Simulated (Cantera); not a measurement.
Cantera run:

```python
import numpy as np
import cantera as ct

gas_names = [...]  # 169 gases of nasa_gas.yaml made of C, H, N, O
cond_names = """
    C(gr) C6H6(L) C7H8(L) C8H18(L),n-octa H2O(s) H2O(L)
""".split()


# ... load() reads the species with a 1 bar reference pressure and builds the phases ...
atoms = {
    'C2H2': {'C': 2, 'H': 2},
    'NH3': {'N': 1, 'H': 3},
    'N2': {'N': 2},
    'O2': {'O': 2},
}
top_T = {'C(gr)': 4500}  # K; cautious upper limits of use, not melting points


# ... equilibrate(T, P, feed) seeds the gas with the atoms and calls Mixture.equilibrate('TP', solver="vcs", rtol=1e-11, max_steps=5000) ...
results = []
feed = {'C2H2': 1, 'NH3': 2.6, 'N2': 15, 'O2': 0.026}  # mol
P = 23  # Pa
for T in [2000, 2500, 3000, 3500, 4000, 4500, 5000]:
    mix = equilibrate(T, P, feed)
    results.append((T, P, feed, dict(zip(mix.species_names, mix.species_moles))))
    x = sorted(zip(gas.X, gas.species_names), reverse=True)
    print(f"T = {T:g} K  P = {P:g} Pa  gas = {mix.phase_moles(0):.4g} mol")
    print("   x: " + "  ".join(f"{s} {v:.3e}" for v, s in x if v > 0.0001))
    print("   condensed (mol): " + ("  ".join(f"{mix.phase(i).name} {mix.phase_moles(i):.4g}"
          for i in range(1, mix.n_phases) if mix.phase_moles(i) > 1e-12) or "none"))
```

Output:

```
T = 2000 K  P = 23 Pa  gas = 21.77 mol
   x: N2 7.457e-01  H2 1.981e-01  H 4.772e-02  HCN 5.667e-03  CO 2.388e-03  HNC 3.220e-04  C2H2,acetylene 1.521e-04
   condensed (mol): C(gr) 1.81
T = 2500 K  P = 23 Pa  gas = 25.28 mol
   x: N2 6.362e-01  H 3.066e-01  H2 3.421e-02  HCN 1.045e-02  CN 5.421e-03  C3 2.161e-03  CO 2.057e-03  HNC 1.223e-03  C 7.236e-04  C2H2,acetylene 3.701e-04  C2H 2.382e-04  C2 1.991e-04
   condensed (mol): C(gr) 1.289
T = 3000 K  P = 23 Pa  gas = 27.45 mol
   x: N2 5.816e-01  H 3.538e-01  C 3.071e-02  CN 2.283e-02  C3 3.670e-03  C2 2.676e-03  CO 1.894e-03  H2 1.155e-03  HCN 7.220e-04  N 7.003e-04  HNC 1.362e-04
   condensed (mol): none
T = 3500 K  P = 23 Pa  gas = 28.12 mol
   x: N2 5.698e-01  H 3.483e-01  C 5.983e-02  N 1.103e-02  CN 8.777e-03  CO 1.849e-03  C2 3.055e-04
   condensed (mol): none
T = 4000 K  P = 23 Pa  gas = 29.29 mol
   x: N2 5.133e-01  H 3.346e-01  N 8.384e-02  C 6.378e-02  CN 2.667e-03  CO 1.759e-03
   condensed (mol): none
T = 4500 K  P = 23 Pa  gas = 33.74 mol
   x: N 3.336e-01  N2 3.160e-01  H 2.905e-01  C 5.726e-02  CO 1.089e-03  CN 7.416e-04  O 4.515e-04  Electron 1.905e-04  C+ 1.878e-04
   condensed (mol): none
T = 5000 K  P = 23 Pa  gas = 41.08 mol
   x: N 6.282e-01  H 2.385e-01  N2 8.257e-02  C 4.759e-02  O 1.146e-03  Electron 8.535e-04  C+ 8.206e-04  CN 1.507e-04  CO 1.194e-04
   condensed (mol): none
```

Cantera equilibrium calculation (NASA polynomials, part measured and part estimated; ideal gas, pure solids and liquids).
